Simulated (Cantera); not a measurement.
# Tantalum, niobium, vanadium and zirconium in process gases: Zr + H₂O

A closed system holds: 1 mol Zr, a varied amount of H₂O, equilibrated at 1250 °C and 5.33 Torr.

Equilibrium computed with Cantera from the NASA thermochemical tables; the gas is ideal and each condensed phase is pure. Candidate condensed phases: H₂O, Zr, ZrO₂; 12 gas species. Mutual solubility and eutectic melting of coexisting phases are not modelled. Condensed phases not in the tables: N, O or C dissolved in the metal. The numbers say what is thermodynamically allowed, not how fast it happens.

At 1.6 mol H₂O the condensed part is Zr(β) + ZrO₂(tetragonal). From 2.8 mol H₂O to 8.8 mol H₂O the condensed part is ZrO₂(tetragonal).

| n(H₂O) (mol) | x H₂ | x H₂O | x H | x OH | n Zr(β) | n ZrO₂(tetragonal) |
|---|---|---|---|---|---|---|
| 1.6 | 1.000 | 4.56e-9 | 0.000274 | <1e-12 | 0.200 | 0.800 |
| 2.8 | 0.714 | 0.286 | 0.000232 | 2.86e-6 | 0 | 1.00 |
| 4 | 0.500 | 0.500 | 0.000194 | 5.98e-6 | 0 | 1.00 |
| 5.2 | 0.385 | 0.615 | 0.000170 | 8.39e-6 | 0 | 1.00 |
| 6.4 | 0.312 | 0.687 | 0.000153 | 1.04e-5 | 0 | 1.00 |
| 7.6 | 0.263 | 0.737 | 0.000141 | 1.21e-5 | 0 | 1.00 |
| 8.8 | 0.227 | 0.773 | 0.000131 | 1.37e-5 | 0 | 1.00 |
x: gas mole fraction; n: condensed amount in mol.
